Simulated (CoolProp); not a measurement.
A single-stage vapour-compression cycle with 1,2-dichloroethane: evaporating at 304.15 K (dew point), condensing at 366.15 K (bubble point), superheat 5 K, subcooling 2 K, compressor efficiency 0.8, no pressure losses. Each further row changes one setting.

Values from CoolProp's reference Helmholtz-energy equation of state, Thol 2015.

```tsv
case	cooling COP	pressure ratio	discharge temperature (K)	refrigerating effect (kJ/kg)	volumetric capacity (kJ/m³)
as stated	[?]	9.73	404.3	275	148
evaporating temperature 309.15 K	3.79	[?]	400.4	[?]	186
condensing temperature 361.15 K	3.73	8.37	397.6	282	152
subcooling 7 K	3.46	9.73	404.3	282	152
superheat 15 K	3.37	9.73	415.9	[?]	148
compressor efficiency 0.7	2.96	9.73	416.5	275	148
```

Fill in the missing entries.


- as stated, cooling COP: 3.38
- evaporating temperature 309.15 K, pressure ratio: 7.78
- evaporating temperature 309.15 K, refrigerating effect (kJ/kg): 280
- superheat 15 K, refrigerating effect (kJ/kg): 284
